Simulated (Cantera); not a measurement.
Feed: 1 mol CS2, 0.035 mol SO2, 0.25 mol O2, at 2448 K and 100 Torr.

Cantera equilibrium calculation (NASA polynomials, part measured and part estimated; ideal gas, pure solids and liquids). Candidate condensed phases: C, S; 22 gas species. The numbers say what is thermodynamically allowed, not how fast it happens.

Base state: S2 0.373, CO 0.323, CS 0.137, CS2 0.107, S 0.0586, COS 0.000616 (mole fractions); condensed: gas only.

**Question.** What changes in the equilibrium state with this change: SO2 from 0.035 to 0.81 mol?

**Answer.** 
```json
[
 {"species": "S2", "before": "0.373", "after": "0.335"},
 {"species": "CO", "before": "0.323", "after": "0.318"},
 {"species": "SO", "before": "3.93e-6", "after": "0.150"},
 {"species": "CS", "before": "0.137", "after": "3.19e-6"},
 {"species": "CS2", "before": "0.107", "after": "2.37e-6"},
 {"species": "SO2", "before": "<1e-9", "after": "0.104"},
 {"species": "CO2", "before": "8.23e-7", "after": "0.0325"},
 {"species": "S", "before": "0.0586", "after": "0.0556"},
 {"species": "O2", "before": "<1e-9", "after": "6.05e-5"},
 {"species": "O", "before": "5.92e-9", "after": "0.000238"},
 {"species": "S2O", "before": "1.04e-7", "after": "0.00374"}
]
```
